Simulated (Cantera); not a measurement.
Gas activation for diamond growth

An isothermal, constant-pressure homogeneous reactor starts with 0.206 % CH₄, 98.3 % H₂, 1.47 % O₂, equivalence ratio 34, at 2575 K and 22.5 Torr.

Model: GRI-Mech 3.0 (53 species, 325 reactions), integrated in Cantera. Radical loss at walls, strong at low pressure, is not modelled.

```tsv
t (s)	x CH₄	x H₂	x O₂	x C₂H	x CO₂	x CH₂
7.00e-6	0.00205	0.983	0.0147	<1e-12	1.97e-10	8.32e-9
2.39e-5	0.00203	0.982	0.0146	<1e-12	4.20e-9	4.88e-8
8.13e-5	0.00191	0.978	0.0133	9.51e-12	1.46e-7	8.07e-7
0.000277	0.00122	0.940	0.00115	4.06e-8	5.19e-6	3.16e-5
0.000945	0.000840	0.934	7.29e-8	5.17e-7	1.32e-6	3.28e-5
0.00322	0.000307	0.928	1.02e-7	1.23e-6	3.68e-6	1.77e-5
0.0110	3.86e-5	0.917	1.60e-7	5.63e-7	7.80e-6	3.78e-6
0.0374	3.30e-9	0.890	3.77e-7	1.16e-10	9.10e-6	7.69e-10
0.128	<1e-12	0.832	1.25e-6	<1e-12	8.96e-6	<1e-12
0.435	<1e-12	0.795	2.14e-6	<1e-12	8.87e-6	<1e-12
1.48	<1e-12	0.793	2.18e-6	<1e-12	8.86e-6	<1e-12
5.05	<1e-12	0.793	2.18e-6	<1e-12	8.86e-6	<1e-12
17.2	<1e-12	0.793	2.18e-6	<1e-12	8.86e-6	<1e-12
58.7	<1e-12	0.793	2.18e-6	<1e-12	8.86e-6	<1e-12
200	<1e-12	0.793	2.18e-6	<1e-12	8.86e-6	<1e-12
```
x: mole fraction; the columns are a selection and need not sum to one.

Equilibrium at this temperature and pressure: CH₄ <1e-12, H₂ 0.793, O₂ 2.18e-6, C₂H <1e-12, CO₂ 8.86e-6, CH₂ <1e-12 (gas phase only).
